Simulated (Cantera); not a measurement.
A counterflow diffusion flame at 0.760 bar, nozzles 20 mm apart: fuel side CO : H₂ = 1 : 0.33 (molar parts) at 450 K, oxidiser side O₂ : N₂ = 0.23 : 0.77 (molar parts) at 548 K, fuel mass flux 0.9 times the oxidiser's; mixture-averaged transport, no radiation.

Cantera simulation using GRI-Mech 3.0 (53 species, 325 reactions); the numbers are that mechanism's predictions, not measurements. The maximum strain rate includes the flame's own expansion and is several times the mean.

x: mole fraction; the columns are a selection and need not sum to one.

```tsv
oxidiser flux (kg/m²/s)	max strain (1/s)	mean strain (1/s)	T max (K)	peak x OH	peak x H	peak x NO	peak x CO
0.46	[?]	94.9	2165	0.0125	0.0131	0.000135	0.773
0.63	[?]	130	2117	0.0124	0.0146	9.84e-5	0.772
0.87	[?]	180	2069	0.0123	0.0164	7.47e-5	0.772
1.2	[?]	248	2019	0.0121	0.0182	5.93e-5	0.771
1.6	[?]	330	1971	0.0118	0.0199	4.90e-5	0.770
2.3	[?]	475	1912	0.0113	0.0222	4.00e-5	0.770
3.1	[?]	640	1859	0.0108	0.0241	3.39e-5	0.770
```

Problem. Fill in the missing entries.

Solution. 
- 0.46, max strain (1/s): 358
- 0.63, max strain (1/s): 477
- 0.87, max strain (1/s): 642
- 1.2, max strain (1/s): 866
- 1.6, max strain (1/s): 1130
- 2.3, max strain (1/s): 1590
- 3.1, max strain (1/s): 2110
